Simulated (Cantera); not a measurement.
An isothermal, constant-pressure homogeneous reactor starts with NO : N2 : H2O = 1 : 7.4 : 0.5 (molar parts), at 1700 K and 1.00 bar.

Model: GRI-Mech 3.0 (53 species, 325 reactions), integrated in Cantera.

Predict: x(NO) at 200 s; x(N2) at 200 s; x(NO2) at 200 s; x(N2O) at 200 s; x(O2) at 200 s.


```json
{
 "x(NO) at 200 s": "0.0126 (gas-phase equilibrium 0.00159)",
 "x(N2) at 200 s": "0.881 (gas-phase equilibrium 0.887)",
 "x(NO2) at 200 s": "1.92e-5 (gas-phase equilibrium 2.55e-6)",
 "x(N2O) at 200 s": "1.41e-7 (gas-phase equilibrium 9.83e-8)",
 "x(O2) at 200 s": "0.0498 (gas-phase equilibrium 0.0553)"
}
```
